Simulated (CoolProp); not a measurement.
A single-stage vapour-compression cycle with hydrogen sulfide: evaporating at 199.15 K (dew point), condensing at 234.15 K (bubble point), superheat 2 K, subcooling 2 K, compressor efficiency 0.85, no pressure losses. Each further row changes one setting.

Model: reference Helmholtz-energy equation of state, Lemmon 2006, in CoolProp. It is a short technical equation, of lower accuracy than the large ones.

```
case                              cooling COP  pressure ratio  discharge temperature (K)  refrigerating effect (kJ/kg)  volumetric capacity (kJ/m³)
--------------------------------  -----------  --------------  -------------------------  ----------------------------  ---------------------------
as stated                                4.08            5.58                      325.8                           498                          493
evaporating temperature 204.15 K         5.02            4.19                      308.8                           503                          648
condensing temperature 229.15 K          4.88            4.53                      307.8                           508                          503
subcooling 7 K                           4.17            5.58                      325.8                           508                          502
superheat 12 K                           3.96            5.58                      341.5                           508                          478
compressor efficiency 0.75               3.60            5.58                      341.4                           498                          493
```
